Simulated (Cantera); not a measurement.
Mixture: H₂ : O₂ : N₂ = 1 : 0.543 : 2.01 (molar parts), equivalence ratio 0.92, at 1.60 bar, adiabatic and at constant pressure. Ignition delay is the time to a rise of 400 K.

Cantera simulation using the H2/O2 subset of GRI-Mech 3.0, which has no nitrogen chemistry; the numbers are that mechanism's predictions, not measurements. Where the delays flatten at high temperature, the 400 K rule measures the pace of heat release, not the induction time.

Problem. What does this change do: H2 1 to 0.75 parts?

Solution. 
| quantity | before | after |
|---|---|---|
| delay at 1150 K | 42.1 µs | 42.5 µs |
| delay at 1300 K | 18.4 µs | 19.0 µs |
| delay at 1450 K | 11.3 µs | 12.0 µs |
| delay at 1600 K | 8.63 µs | 9.57 µs |
| delay at 1750 K | 7.83 µs | 9.05 µs |

Problem. What does this change do: constant volume in place of constant pressure?

Solution. 
```tsv
quantity	before	after
delay at 1150 K	42.1 µs	40.5 µs
delay at 1300 K	18.4 µs	17.3 µs
delay at 1450 K	11.3 µs	10.1 µs
delay at 1600 K	8.63 µs	7.26 µs
delay at 1750 K	7.83 µs	6.14 µs
```

Problem. What does this change do: O2 0.543 to 0.8 parts?

Solution. 
```
quantity          before    after
---------------  -------  -------
delay at 1150 K  42.1 µs  33.7 µs
delay at 1300 K  18.4 µs  14.8 µs
delay at 1450 K  11.3 µs  9.07 µs
delay at 1600 K  8.63 µs  6.89 µs
delay at 1750 K  7.83 µs  6.21 µs
```
